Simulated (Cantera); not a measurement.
Input: 1 mol Si, 0.014 mol N2O, 90 mol H2, at 1175 K and 750 Torr.

Cantera equilibrium calculation (NASA polynomials, part measured and part estimated; ideal gas, pure solids and liquids). Candidate condensed phases: H2O, Si, SiO2, Si2N2O, Si3N4; 35 gas species. Mutual solubility and eutectic melting of coexisting phases are not modelled. Equilibrium is a limit: real reactors are often held back by kinetics, nucleation or transport.

Base state: H2 1.000 (mole fractions); condensed: Si(s) + Si2N2O(s).

**Question.** What changes in the equilibrium state with this change: N2O from 0.014 to 4.9 mol?

**Answer.** 
| species | before | after |
|---|---|---|
| H2 | 1.000 | 0.918 |
| N2 | <1e-9 | 0.0516 |
| H2O | <1e-9 | 0.0306 |
| NH3 | 3.44e-9 | 4.30e-5 |
| Si(s), mol | 0.972 | 0 |
| Si2N2O(s), mol | 0.0140 | 0 |
| SiO2(β-quartz), mol | 0 | 1.00 |
The tables hold silica as quartz up to 1696 K and as liquid above; real silica turns to tridymite and cristobalite and melts near 1996 K.

**Question.** What changes in the equilibrium state with this change: N2O from 0.014 to 1.3 mol?

**Answer.** 
```
species               before    after
-------------------  -------  -------
H2                     1.000    0.988
N2                     <1e-9   0.0117
H2O                    <1e-9  7.06e-5
NH3                  3.44e-9  2.29e-5
Si(s), mol             0.972        0
Si2N2O(s), mol        0.0140    0.235
SiO2(β-quartz), mol        0    0.529
```
The tables hold silica as quartz up to 1696 K and as liquid above; real silica turns to tridymite and cristobalite and melts near 1996 K.
